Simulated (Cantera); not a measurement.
## Silicon nitride deposition: SiH2Cl2 + NH3 + H2

Charge: 1 mol SiH2Cl2, a varied amount of NH3, 1.5 mol H2, equilibrated at 923.15 K and 0.690 bar.

Cantera equilibrium calculation (NASA polynomials, part measured and part estimated; ideal gas, pure solids and liquids). Candidate condensed phases: NH4Cl, Si, Si3N4; 28 gas species. Kinetics and transport are ignored.

```csv
n(NH3) (mol),log p H2,log p HCl,log p N2,log p SiCl4,log p SiHCl3,n Si3N4(s)
0.98,-0.29,-0.88,-2.91,-1.40,-3.25,0.241
1.2,-0.31,-0.80,-2.05,-1.58,-3.54,0.267
1.5,-0.32,-0.78,-1.66,-1.75,-3.73,0.283
1.9,-0.32,-0.79,-1.43,-1.94,-3.92,0.296
2.4,-0.32,-0.82,-1.27,-2.15,-4.10,0.307
3,-0.32,-0.86,-1.17,-2.38,-4.29,0.315
3.7,-0.32,-0.90,-1.09,-2.62,-4.48,0.321
4.6,-0.31,-0.96,-1.02,-2.90,-4.70,0.326
5.7,-0.31,-1.02,-0.97,-3.20,-4.94,0.329
7.2,-0.31,-1.10,-0.93,-3.55,-5.20,0.331
8.9,-0.30,-1.18,-0.90,-3.88,-5.45,0.332
11,-0.30,-1.26,-0.87,-4.22,-5.71,0.333
14,-0.30,-1.35,-0.85,-4.61,-6.01,0.333
```
log p: log10 of the partial pressure in bar; n: condensed amount in mol.

From 0.98 mol NH3 to 14 mol NH3 the condensed part is Si3N4(s). The main Si-bearing gas is SiCl4 throughout. The share of Si in condensed phases is highest at 14 mol NH3 (99.9 %) and lowest at 0.98 mol NH3 (72.2 %).
